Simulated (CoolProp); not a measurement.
Properties of carbon monoxide at several states (Tc = 132.9 K, pc = 3.498 MPa, ω = 0.050).

Values from CoolProp's reference Helmholtz-energy equation of state, Lemmon 2006. It is a short technical equation, of lower accuracy than the large ones.

| T (K) | p (MPa) | phase | density (kg/m³) | cv (kJ/(kg K)) | expansivity (1/kK) |
|---|---|---|---|---|---|
| 423.9 | 0.425 | gas | 3.374 | … | 2.368 |
| 255.8 | 19.6 | supercritical | 260.8 | … | 5.449 |
| 307 | 0.126 | gas | 1.383 | … | 3.269 |
| 328.1 | 3.41 | gas | 35.04 | … | 3.257 |
| 487.7 | 0.106 | gas | 0.7319 | … | 2.051 |

**Question.** What belongs in the gaps?

**Answer.** 
- 423.9, cv (kJ/(kg K)): 0.7542
- 255.8, cv (kJ/(kg K)): 0.8039
- 307, cv (kJ/(kg K)): 0.7440
- 328.1, cv (kJ/(kg K)): 0.7517
- 487.7, cv (kJ/(kg K)): 0.7644
